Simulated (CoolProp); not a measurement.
Vapour-liquid equilibrium of cyclohexane (1) + dimethyl carbonate (2) at 0.0213 MPa; x and y are mole fractions of (1).

Computed with CoolProp (multi-fluid Helmholtz-energy mixture model, Zhou 2014 and Zhou 2011; pair parameters Bell 2016).

```tsv
x	bubble temperature, mixture model (°C)	bubble temperature, Raoult's law (°C)	y, mixture model	y, Raoult's law
0.05	41.5	47.3	0.280	0.077
0.125	36.0	46.3	0.472	0.185
0.2	33.3	45.3	0.557	0.285
0.275	32.0	44.4	0.599	0.378
0.35	31.4	43.5	0.621	0.465
0.425	31.1	42.6	0.633	0.545
0.5	31.0	41.7	0.641	0.619
0.575	30.9	40.9	0.647	0.689
0.65	30.9	40.0	0.655	0.753
0.725	30.9	39.2	0.669	0.813
0.8	31.2	38.4	0.696	0.869
0.875	31.9	37.7	0.749	0.921
0.95	33.8	36.9	0.857	0.969
```

The largest gap from Raoult's law is -12.4 K in bubble temperature, at x = 0.275. y crosses x between x = 0.65 and 0.725: the model has an azeotrope there.

Pair parameters are fitted to limited data, so mixtures are less certain than the pure fluids.
